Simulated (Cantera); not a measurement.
An adiabatic, constant-pressure homogeneous reactor starts with CH4 : O2 : N2 : H2O = 1 : 1.43 : 5.37 : 0.19 (molar parts), equivalence ratio 1.4, at 1025 K and 3750 Torr. Integrator tolerance rtol = 1e-08.

Computed with Cantera and GRI-Mech 3.0 (53 species, 325 reactions).

Q: What does this change do: initial temperature 1025 to 1573 K?

A: 
```
quantity                                                              before                                      after
---------------------------------  -----------------------------------------  -----------------------------------------
time of steepest temperature rise                                    0.141 s                                   0.206 ms
temperature at 3.00 s                                                 2483 K                                     2840 K
equilibrium temperature                                               2483 K                                     2840 K
x(CH4) at 3.00 s                   6.31e-12 (gas-phase equilibrium 7.17e-12)  1.92e-12 (gas-phase equilibrium 2.25e-12)
x(O2) at 3.00 s                      6.92e-5 (gas-phase equilibrium 6.92e-5)    0.00132 (gas-phase equilibrium 0.00132)
x(H2O) at 3.00 s                         0.195 (gas-phase equilibrium 0.195)        0.185 (gas-phase equilibrium 0.185)
x(C2H) at 3.00 s                       <1e-12 (gas-phase equilibrium <1e-12)      <1e-12 (gas-phase equilibrium <1e-12)
x(H2O2) at 3.00 s                    2.47e-8 (gas-phase equilibrium 2.47e-8)    2.01e-7 (gas-phase equilibrium 2.01e-7)
x(C2H6) at 3.00 s                      <1e-12 (gas-phase equilibrium <1e-12)      <1e-12 (gas-phase equilibrium <1e-12)
```

Q: What does this change do: initial temperature 1025 to 1725 K?

A: 
| quantity | before | after |
|---|---|---|
| time of steepest temperature rise | 0.141 s | 55.0 µs |
| temperature at 3.00 s | 2483 K | 2918 K |
| equilibrium temperature | 2483 K | 2918 K |
| x(CH4) at 3.00 s | 6.31e-12 (gas-phase equilibrium 7.17e-12) | 1.69e-12 (gas-phase equilibrium 1.99e-12) |
| x(O2) at 3.00 s | 6.92e-5 (gas-phase equilibrium 6.92e-5) | 0.00210 (gas-phase equilibrium 0.00210) |
| x(H2O) at 3.00 s | 0.195 (gas-phase equilibrium 0.195) | 0.179 (gas-phase equilibrium 0.179) |
| x(C2H) at 3.00 s | <1e-12 (gas-phase equilibrium <1e-12) | <1e-12 (gas-phase equilibrium <1e-12) |
| x(H2O2) at 3.00 s | 2.47e-8 (gas-phase equilibrium 2.47e-8) | 2.80e-7 (gas-phase equilibrium 2.80e-7) |
| x(C2H6) at 3.00 s | <1e-12 (gas-phase equilibrium <1e-12) | <1e-12 (gas-phase equilibrium <1e-12) |

Q: What does this change do: initial temperature 1025 to 1325 K?

A: 
```csv
quantity,before,after
time of steepest temperature rise,0.141 s,2.73 ms
temperature at 3.00 s,2483 K,2693 K
equilibrium temperature,2483 K,2693 K
x(CH4) at 3.00 s,6.31e-12 (gas-phase equilibrium 7.17e-12),2.82e-12 (gas-phase equilibrium 3.25e-12)
x(O2) at 3.00 s,6.92e-5 (gas-phase equilibrium 6.92e-5),0.000459 (gas-phase equilibrium 0.000459)
x(H2O) at 3.00 s,0.195 (gas-phase equilibrium 0.195),0.191 (gas-phase equilibrium 0.191)
x(C2H) at 3.00 s,<1e-12 (gas-phase equilibrium <1e-12),<1e-12 (gas-phase equilibrium <1e-12)
x(H2O2) at 3.00 s,2.47e-8 (gas-phase equilibrium 2.47e-8),9.51e-8 (gas-phase equilibrium 9.51e-8)
x(C2H6) at 3.00 s,<1e-12 (gas-phase equilibrium <1e-12),<1e-12 (gas-phase equilibrium <1e-12)
```
